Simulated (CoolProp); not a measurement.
Vapour-liquid equilibrium of ethylbenzene (1) + o-xylene (2) at 0.0477 MPa; x and y are mole fractions of (1).

The numbers come from the multi-fluid Helmholtz-energy mixture model, Zhou 2012 and Zhou 2012; pair parameters Bell 2016 in CoolProp.

```json
[
 {"x": "0.05", "bubble temperature (K)": "390.7", "y at the bubble point": "0.063", "dew temperature at overall composition x (K)": "390.8", "liquid density (mol/L)": "7.478"},
 {"x": "0.125", "bubble temperature (K)": "390.0", "y at the bubble point": "0.154", "dew temperature at overall composition x (K)": "390.3", "liquid density (mol/L)": "7.470"},
 {"x": "0.2", "bubble temperature (K)": "389.4", "y at the bubble point": "0.243", "dew temperature at overall composition x (K)": "389.7", "liquid density (mol/L)": "7.463"},
 {"x": "0.275", "bubble temperature (K)": "388.7", "y at the bubble point": "0.329", "dew temperature at overall composition x (K)": "389.1", "liquid density (mol/L)": "7.456"},
 {"x": "0.35", "bubble temperature (K)": "388.0", "y at the bubble point": "0.410", "dew temperature at overall composition x (K)": "388.5", "liquid density (mol/L)": "7.449"},
 {"x": "0.425", "bubble temperature (K)": "387.4", "y at the bubble point": "0.488", "dew temperature at overall composition x (K)": "387.9", "liquid density (mol/L)": "7.442"},
 {"x": "0.5", "bubble temperature (K)": "386.7", "y at the bubble point": "0.563", "dew temperature at overall composition x (K)": "387.3", "liquid density (mol/L)": "7.435"},
 {"x": "0.575", "bubble temperature (K)": "386.1", "y at the bubble point": "0.634", "dew temperature at overall composition x (K)": "386.6", "liquid density (mol/L)": "7.429"},
 {"x": "0.65", "bubble temperature (K)": "385.6", "y at the bubble point": "0.702", "dew temperature at overall composition x (K)": "386.0", "liquid density (mol/L)": "7.423"},
 {"x": "0.725", "bubble temperature (K)": "385.0", "y at the bubble point": "0.768", "dew temperature at overall composition x (K)": "385.4", "liquid density (mol/L)": "7.417"},
 {"x": "0.8", "bubble temperature (K)": "384.5", "y at the bubble point": "0.833", "dew temperature at overall composition x (K)": "384.8", "liquid density (mol/L)": "7.412"},
 {"x": "0.875", "bubble temperature (K)": "384.1", "y at the bubble point": "0.896", "dew temperature at overall composition x (K)": "384.2", "liquid density (mol/L)": "7.406"},
 {"x": "0.95", "bubble temperature (K)": "383.6", "y at the bubble point": "0.958", "dew temperature at overall composition x (K)": "383.7", "liquid density (mol/L)": "7.402"}
]
```

No azeotrope shows between x = 0.05 and 0.95.

Pair parameters are fitted to limited data, so mixtures are less certain than the pure fluids.
